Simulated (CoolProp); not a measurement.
Carbon monoxide at several states: fugacity coefficient from the reference equation and from simpler models built on Tc = 132.9 K, pc = 3.498 MPa, ω = 0.050; each cubic takes its own stable root.

Values from CoolProp's reference Helmholtz-energy equation of state, Lemmon 2006. It is a short technical equation, of lower accuracy than the large ones.

| T (K) | p (MPa) | phase | reference |
|---|---|---|---|
| 170.9 | 1.95 | gas | 0.9164 |
| 96.4 | 3.8 | liquid | 0.1151 |
| 282.6 | 15.8 | supercritical | 0.9600 |

Q: How far does each simpler model (van der Waals, Redlich-Kwong, Peng-Robinson) lie from the reference over these 3 states: mean and median of the absolute difference, and the worst?

A: 
- van der Waals: mean 35.8 %, median 7.1 %, worst +100.0 % at 96.4 K and 3.8 MPa
- Redlich-Kwong: mean 0.9 %, median 0.3 %, worst -2.4 % at 282.6 K and 15.8 MPa
- Peng-Robinson: mean 2.1 %, median 1.9 %, worst -2.8 % at 282.6 K and 15.8 MPa
